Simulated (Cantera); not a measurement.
A freely propagating, adiabatic, planar premixed flame of 5.73 % CH₄, 16.9 % O₂, 63.6 % N₂, 13.8 % CO₂, equivalence ratio 0.68, unburnt at 598 K and 5.00 bar; unity-Lewis-number transport, grid criteria slope 0.08 and curve 0.16, no radiation.

Detailed kinetics in Cantera: GRI-Mech 3.0 (53 species, 325 reactions). Unity Lewis numbers drop preferential diffusion, which matters most where H2 and H carry the flame. Burning velocities carry a grid error of a few per cent, more on coarse grids.

### Question
Predict: laminar burning velocity; thermal thickness; peak x(CH₂O); peak x(H).

### Answer
```
Quantity                      Value
------------------------  ---------
laminar burning velocity  13.2 cm/s
thermal thickness          0.321 mm
peak x(CH₂O)               0.000703
peak x(H)                  0.000174
```
